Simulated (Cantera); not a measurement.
A perfectly stirred reactor is fed with H₂ : O₂ : N₂ = 1 : 0.725 : 2.72 (molar parts), equivalence ratio 0.69, at 5.00 bar; it is adiabatic with a 475 K inlet, and is followed from long to short residence time, starting on the burning branch (τ in s: 0.32, 0.13, 0.054, 0.022, 0.0092, 0.0038, 0.0016, 0.00064, 0.00026, 0.00011, 4.4e-05, 1.8e-05, 7.5e-06).

Computed with Cantera and the H2/O2 subset of GRI-Mech 3.0, which has no nitrogen chemistry. The hydrogen kinetics of GRI-Mech 3.0 are dated; newer H2 mechanisms differ, most at raised pressure.

What does this change do: pressure from 5.00 bar to 0.350 bar?


| quantity | before | after |
|---|---|---|
| blow-out, bracketed by the residence times tried | burning at 7.50 µs, the shortest tried | burning at 0.110 ms, out at 44.0 µs |
| x(H₂) at τ = 0.320 s | 0.000392 | 0.00158 |
| x(O₂) at τ = 0.320 s | 0.0563 | 0.0558 |
| x(O) at τ = 0.320 s | 0.000206 | 0.000828 |
| x(H₂O) at τ = 0.320 s | 0.251 | 0.248 |
| x(H₂O₂) at τ = 0.320 s | 3.91e-7 | 9.38e-8 |
| x(H₂) at τ = 1.60 ms | 0.00121 | 0.0158 |
| x(O₂) at τ = 1.60 ms | 0.0561 | 0.0589 |
| x(O) at τ = 1.60 ms | 0.000502 | 0.00922 |
| x(H₂O) at τ = 1.60 ms | 0.249 | 0.217 |
| x(H₂O₂) at τ = 1.60 ms | 5.58e-7 | 3.70e-7 |

What does this change do: pressure from 5.00 bar to 0.820 bar?


| quantity | before | after |
|---|---|---|
| blow-out, bracketed by the residence times tried | burning at 7.50 µs, the shortest tried | burning at 44.0 µs, out at 18.0 µs |
| x(H₂) at τ = 0.320 s | 0.000392 | 0.000960 |
| x(O₂) at τ = 0.320 s | 0.0563 | 0.0560 |
| x(O) at τ = 0.320 s | 0.000206 | 0.000502 |
| x(H₂O) at τ = 0.320 s | 0.251 | 0.250 |
| x(H₂O₂) at τ = 0.320 s | 3.91e-7 | 1.52e-7 |
| x(H₂) at τ = 1.60 ms | 0.00121 | 0.00792 |
| x(O₂) at τ = 1.60 ms | 0.0561 | 0.0563 |
| x(O) at τ = 1.60 ms | 0.000502 | 0.00412 |
| x(H₂O) at τ = 1.60 ms | 0.249 | 0.235 |
| x(H₂O₂) at τ = 1.60 ms | 5.58e-7 | 3.43e-7 |

What does this change do: N2 2.72 to 3.8 parts?


| quantity | before | after |
|---|---|---|
| blow-out, bracketed by the residence times tried | burning at 7.50 µs, the shortest tried | burning at 7.50 µs, the shortest tried |
| x(H₂) at τ = 0.320 s | 0.000392 | 5.09e-5 |
| x(O₂) at τ = 0.320 s | 0.0563 | 0.0446 |
| x(O) at τ = 0.320 s | 0.000206 | 2.20e-5 |
| x(H₂O) at τ = 0.320 s | 0.251 | 0.199 |
| x(H₂O₂) at τ = 0.320 s | 3.91e-7 | 1.15e-7 |
| x(H₂) at τ = 1.60 ms | 0.00121 | 0.000977 |
| x(O₂) at τ = 1.60 ms | 0.0561 | 0.0445 |
| x(O) at τ = 1.60 ms | 0.000502 | 0.000289 |
| x(H₂O) at τ = 1.60 ms | 0.249 | 0.197 |
| x(H₂O₂) at τ = 1.60 ms | 5.58e-7 | 6.40e-7 |
